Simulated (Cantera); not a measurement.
Cantera run:

```python
import numpy as np
import cantera as ct

gas_names = [...]  # 83 gases of nasa_gas.yaml made of C, H, S
cond_names = """
    C(gr) C6H6(L) C7H8(L) C8H18(L),n-octa S(cr1) S(cr2) S(L)
""".split()


# ... load() reads the species with a 1 bar reference pressure and builds the phases ...
atoms = {
    'CS2': {'C': 1, 'S': 2},
    'H2': {'H': 2},
}
top_T = {'C(gr)': 4500}  # K; cautious upper limits of use, not melting points


# ... equilibrate(T, P, feed) seeds the gas with the atoms and calls Mixture.equilibrate('TP', solver="vcs", rtol=1e-11, max_steps=5000) ...
results = []
feed = {'CS2': 1, 'H2': 1.5}  # mol
T = 598  # K
P = 300  # Pa
mix = equilibrate(T, P, feed)
results.append((T, P, feed, dict(zip(mix.species_names, mix.species_moles))))
x = sorted(zip(gas.X, gas.species_names), reverse=True)
print(f"T = {T:g} K  P = {P:g} Pa  gas = {mix.phase_moles(0):.4g} mol")
print("   x: " + "  ".join(f"{s} {v:.3e}" for v, s in x if v > 1e-06))
print("   condensed (mol): " + ("  ".join(f"{mix.phase(i).name} {mix.phase_moles(i):.4g}"
      for i in range(1, mix.n_phases) if mix.phase_moles(i) > 1e-12) or "none"))
```

Output:

```
T = 598 K  P = 300 Pa  gas = 1.751 mol
   x: H2S 8.557e-01  CS2 1.356e-01  S2 7.680e-03  H2 1.002e-03  S8 1.397e-05
   condensed (mol): C(gr) 0.7627
```

These are equilibrium values from Cantera (NASA tables, ideal gas, pure condensed phases), not measurements of a reactor. Gases not in the tables: S3 to S7.
